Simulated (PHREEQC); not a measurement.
0.027 g of hydrous ferric oxide (600 m²/g; 0.2 weak and 0.005 strong sites per Fe, Dzombak-Morel constants, diffuse double layer) in 1 kg of water with 0.1 mol/kgw of an inert sodium salt, at 25 °C; the pH is set by adding NaOH or the inert anion's acid. Oxygen is held at 0.21 atm. CO2 from the air is kept out. Nothing may precipitate in this run.

Base run: PHREEQC, ion-association model, wateq4f.dat. Each further column changes one thing. The table gives surface charge σ (C/m²).

```csv
pH,base,background salt from 0.1 to 0.01 mol/kgw,oxide from 0.027 to 0.14 g/kgw,0.00029 mol/kgw CuCl2 added
3,0.363,___,0.363,0.363
4.12,0.311,0.202,0.311,___
4.88,0.229,0.123,0.229,0.237
6,0.111,0.049,0.111,0.236
7.12,0.039,0.015,0.039,0.228
7.88,0.008,___,0.008,0.137
9,-0.034,-0.013,-0.034,0.038
```

Problem. Some entries are withheld; supply them.

Solution. 
- 3, background salt from 0.1 to 0.01 mol/kgw: 0.324
- 4.12, 0.00029 mol/kgw CuCl2 added: 0.312
- 7.88, background salt from 0.1 to 0.01 mol/kgw: 0.003

The oxide is taken as insoluble; below pH 4 it would dissolve. In at least one series the solution becomes supersaturated in solids that the run did not let form, among them Cu(OH)2, Atacamite. The database's constant for dissolved Cu(OH)2 is higher than later reviews accept.
